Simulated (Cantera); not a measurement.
An isothermal, constant-pressure homogeneous reactor starts with N₂O : N₂ = 3.2 : 0.53 (molar parts), at 1150 K and 0.133 bar.

Model: GRI-Mech 3.0 (53 species, 325 reactions), integrated in Cantera. GRI-Mech 3.0 was tuned for natural gas; its chemistry of N2O as a main component is partial and can be far from experiment. The mechanism lacks the step 2 NO + O2 → 2 NO2, which can matter for NO2 below about 1400 K. The temperature is held fixed by assumption; the heat of reaction is taken as removed at once.

Predict: x(N₂O) at 20.0 s; x(N₂) at 20.0 s; x(NO) at 20.0 s; x(NO₂) at 20.0 s; x(O₂) at 20.0 s.


| Item | Value |
|---|---|
| x(N₂O) at 20.0 s | 0.396 (gas-phase equilibrium 3.70e-9) |
| x(N₂) at 20.0 s | 0.429 (gas-phase equilibrium 0.700) |
| x(NO) at 20.0 s | 0.0272 (gas-phase equilibrium 0.000149) |
| x(NO₂) at 20.0 s | 4.65e-5 (gas-phase equilibrium 1.41e-6) |
| x(O₂) at 20.0 s | 0.148 (gas-phase equilibrium 0.300) |
